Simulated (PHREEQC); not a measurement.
Solution (25 °C): 1.6 mmol/kgw NaH2PO4 and 0.54 mmol/kgw NaOH. Closed to the air; pH follows from the charge balance.

The numbers come from PHREEQC with the ion-association model, phreeqc.dat.

**Question.** The ionic strength comes out as 0.00268 mol/kgw. What activity coefficients do HPO4-2, H2PO4-, Na+, NaHPO4- get?

**Answer.** HPO4-2 0.80, H2PO4- 0.95, Na+ 0.95, NaHPO4- 0.95.

No solid was allowed to form.
